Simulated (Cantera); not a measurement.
A closed system holds: 1 mol Si₂H₆, 0.031 mol HCl, 360 mol H₂, at 825 Torr.

Method: chemical equilibrium by Gibbs-energy minimisation in Cantera with the NASA 1993 tables (ideal gas, pure condensed phases). Candidate condensed phases: Si; 19 gas species. The feed counts by its element totals alone. Gases not in the tables: Si₂H₆ and higher silanes. Equilibrium is a limit: real reactors are often held back by kinetics, nucleation or transport.

Which condensed phases are stable at each of these points (T (K)): 898, 973, 1048, 1123, 1198, 1273, 1348, 1423, 1498, 1573, 1648, 1723, 1798?


```json
[
 {"T (K)": "898", "condensed phases": "Si(s)", "Si condensed (%)": "99.9"},
 {"T (K)": "973", "condensed phases": "Si(s)", "Si condensed (%)": "100.0"},
 {"T (K)": "1048", "condensed phases": "Si(s)", "Si condensed (%)": "100.0"},
 {"T (K)": "1123", "condensed phases": "Si(s)", "Si condensed (%)": "100.0"},
 {"T (K)": "1198", "condensed phases": "Si(s)", "Si condensed (%)": "100.0"},
 {"T (K)": "1273", "condensed phases": "Si(s)", "Si condensed (%)": "100.0"},
 {"T (K)": "1348", "condensed phases": "Si(s)", "Si condensed (%)": "100.0"},
 {"T (K)": "1423", "condensed phases": "Si(s)", "Si condensed (%)": "100.0"},
 {"T (K)": "1498", "condensed phases": "Si(s)", "Si condensed (%)": "100.0"},
 {"T (K)": "1573", "condensed phases": "Si(s)", "Si condensed (%)": "99.9"},
 {"T (K)": "1648", "condensed phases": "Si(s)", "Si condensed (%)": "99.8"},
 {"T (K)": "1723", "condensed phases": "Si(l)", "Si condensed (%)": "99.6"},
 {"T (K)": "1798", "condensed phases": "Si(l)", "Si condensed (%)": "99.3"}
]
```

From 898 K to 1648 K the condensed part is Si(s). From 1723 K to 1798 K the condensed part is Si(l).
